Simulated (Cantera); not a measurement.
A closed system holds: 1 mol SiC, 1.1 mol N₂O, 25 mol H₂, at 1.80 mbar.

These are equilibrium values from Cantera (NASA tables, ideal gas, pure condensed phases), not measurements of a reactor. Candidate condensed phases: C, C₆H₆, C₇H₈, C₈H₁₈, H₂O, Si, SiC, SiO₂, Si₂N₂O, Si₃N₄; 151 gas species. Mutual solubility and eutectic melting of coexisting phases are not modelled. The tables' values for SiN are old estimates; treat these amounts as uncertain. Gases not in the tables: Si₂H₆ and higher silanes. Equilibrium is a limit: real reactors are often held back by kinetics, nucleation or transport.

log p: log10 of the partial pressure in bar; n: condensed amount in mol.

```json
[
 {"T (°C)": "1000", "log p H₂": "-2.77", "log p H": "-7.53", "log p N₂": "-4.39", "log p CO": "-4.38", "log p Si": "-13.81", "log p SiO": "-8.06", "n C(graphite)": "0.399", "n Si₂N₂O(s)": "0.500", "n SiC(s)": "0"},
 {"T (°C)": "1150", "log p H₂": "-2.77", "log p H": "-6.56", "log p N₂": "-4.30", "log p CO": "-4.31", "log p Si": "-10.49", "log p SiO": "-5.97", "n C(graphite)": "0", "n Si₂N₂O(s)": "0.356", "n SiC(s)": "0.272"},
 {"T (°C)": "1300", "log p H₂": "-2.78", "log p H": "(withheld)", "log p N₂": "-4.14", "log p CO": "-4.44", "log p Si": "(withheld)", "log p SiO": "-4.44", "n C(graphite)": "0", "n Si₂N₂O(s)": "0", "n SiC(s)": "0.450"},
 {"T (°C)": "1450", "log p H₂": "-2.78", "log p H": "-5.13", "log p N₂": "-4.14", "log p CO": "-4.44", "log p Si": "-6.61", "log p SiO": "-4.44", "n C(graphite)": "0", "n Si₂N₂O(s)": "0", "n SiC(s)": "0.447"},
 {"T (°C)": "1600", "log p H₂": "-2.79", "log p H": "(withheld)", "log p N₂": "-4.14", "log p CO": "-4.42", "log p Si": "(withheld)", "log p SiO": "-4.46", "n C(graphite)": "0", "n Si₂N₂O(s)": "0", "n SiC(s)": "0.419"},
 {"T (°C)": "1750", "log p H₂": "-2.81", "log p H": "-4.13", "log p N₂": "-4.16", "log p CO": "-4.32", "log p Si": "-4.62", "log p SiO": "-4.64", "n C(graphite)": "0", "n Si₂N₂O(s)": "0", "n SiC(s)": "0.232"},
 {"T (°C)": "1900", "log p H₂": "-2.84", "log p H": "-3.74", "log p N₂": "-4.18", "log p CO": "-4.23", "log p Si": "-4.31", "log p SiO": "-5.06", "n C(graphite)": "0", "n Si₂N₂O(s)": "0", "n SiC(s)": "0"}
]
```

Task: What belongs in the gaps?

Result: 
- 1600, log p H: -4.58
- 1600, log p Si: -5.47
- 1300, log p H: -5.78
- 1300, log p Si: -7.99
